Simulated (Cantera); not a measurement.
Thermodynamics of silicon oxide and oxynitride deposition, feed SiH4 + N2O + N2

Charge: 1 mol SiH4, 1.4 mol N2O, 120 mol N2, at 13.3 mbar.

Cantera equilibrium calculation (NASA polynomials, part measured and part estimated; ideal gas, pure solids and liquids). Candidate condensed phases: H2O, Si, SiO2, Si2N2O, Si3N4; 35 gas species. Mutual solubility and eutectic melting of coexisting phases are not modelled. The tables hold silica as quartz up to 1696 K and as liquid above; real silica turns to tridymite and cristobalite and melts near 1996 K. The numbers say what is thermodynamically allowed, not how fast it happens.

From 1148 K to 1548 K the condensed part is SiO2(β-quartz) + Si2N2O(s). From 1598 K to 1648 K the condensed part is SiO2(β-quartz).

```json
[
 {"T (K)": "1148", "x N2": "0.984", "x H2": "0.0162", "x SiO": "2.88e-9", "x H": "7.90e-8", "x H2O": "1.09e-6", "x SiO2": "<1e-12", "n SiO2(β-quartz)": "0.600", "n Si2N2O(s)": "0.200"},
 {"T (K)": "1198", "x N2": "0.984", "x H2": "0.0162", "x SiO": "2.65e-8", "x H": "2.10e-7", "x H2O": "1.31e-6", "x SiO2": "<1e-12", "n SiO2(β-quartz)": "0.600", "n Si2N2O(s)": "0.200"},
 {"T (K)": "1248", "x N2": "0.984", "x H2": "0.0162", "x SiO": "2.03e-7", "x H": "5.15e-7", "x H2O": "1.54e-6", "x SiO2": "<1e-12", "n SiO2(β-quartz)": "0.600", "n Si2N2O(s)": "0.200"},
 {"T (K)": "1298", "x N2": "0.984", "x H2": "0.0162", "x SiO": "1.32e-6", "x H": "1.18e-6", "x H2O": "1.79e-6", "x SiO2": "<1e-12", "n SiO2(β-quartz)": "0.600", "n Si2N2O(s)": "0.200"},
 {"T (K)": "1348", "x N2": "0.984", "x H2": "0.0162", "x SiO": "7.51e-6", "x H": "2.55e-6", "x H2O": "2.05e-6", "x SiO2": "<1e-12", "n SiO2(β-quartz)": "0.600", "n Si2N2O(s)": "0.200"},
 {"T (K)": "1398", "x N2": "0.984", "x H2": "0.0162", "x SiO": "3.75e-5", "x H": "5.22e-6", "x H2O": "2.34e-6", "x SiO2": "5.02e-12", "n SiO2(β-quartz)": "0.598", "n Si2N2O(s)": "0.199"},
 {"T (K)": "1448", "x N2": "0.984", "x H2": "0.0162", "x SiO": "0.000167", "x H": "1.02e-5", "x H2O": "2.63e-6", "x SiO2": "2.92e-11", "n SiO2(β-quartz)": "0.593", "n Si2N2O(s)": "0.193"},
 {"T (K)": "1498", "x N2": "0.983", "x H2": "0.0162", "x SiO": "0.000671", "x H": "1.89e-5", "x H2O": "2.93e-6", "x SiO2": "1.50e-10", "n SiO2(β-quartz)": "0.572", "n Si2N2O(s)": "0.173"},
 {"T (K)": "1548", "x N2": "0.981", "x H2": "0.0162", "x SiO": "0.00246", "x H": "3.39e-5", "x H2O": "3.24e-6", "x SiO2": "6.97e-10", "n SiO2(β-quartz)": "0.498", "n Si2N2O(s)": "0.0987"},
 {"T (K)": "1598", "x N2": "0.979", "x H2": "0.0161", "x SiO": "0.00484", "x H": "5.85e-5", "x H2O": "6.08e-6", "x SiO2": "2.93e-9", "n SiO2(β-quartz)": "0.399", "n Si2N2O(s)": "0"},
 {"T (K)": "1648", "x N2": "0.979", "x H2": "0.0161", "x SiO": "0.00486", "x H": "9.77e-5", "x H2O": "2.07e-5", "x SiO2": "1.13e-8", "n SiO2(β-quartz)": "0.397", "n Si2N2O(s)": "0"}
]
```
x: gas mole fraction; n: condensed amount in mol.
